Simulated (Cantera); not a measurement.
A perfectly stirred reactor is fed with CH₃OH : O₂ : N₂ = 0.0037 : 0.038 : 1 (molar parts), at 0.987 atm; it is held at 1525 K, and followed from long to short residence time.

Detailed kinetics in Cantera: GRI-Mech 3.0 (53 species, 325 reactions). GRI-Mech 3.0 was tuned for natural gas; its chemistry of methanol as a main component is partial and can be far from experiment.

Question: Predict: x(CH₃OH) at τ = 15.0 s; x(O₂) at τ = 15.0 s; x(CH₂O) at τ = 15.0 s; x(CO) at τ = 15.0 s; x(CH₃OH) at τ = 92.0 ms; x(O₂) at τ = 92.0 ms; x(CH₂O) at τ = 92.0 ms; x(CO) at τ = 92.0 ms.

Answer: 
```
Quantity                    Value
-----------------------  --------
x(CH₃OH) at τ = 15.0 s    6.60e-8
x(O₂) at τ = 15.0 s        0.0311
x(CH₂O) at τ = 15.0 s     4.11e-8
x(CO) at τ = 15.0 s       3.18e-6
x(CH₃OH) at τ = 92.0 ms   1.82e-6
x(O₂) at τ = 92.0 ms       0.0311
x(CH₂O) at τ = 92.0 ms    1.32e-6
x(CO) at τ = 92.0 ms     0.000110
```
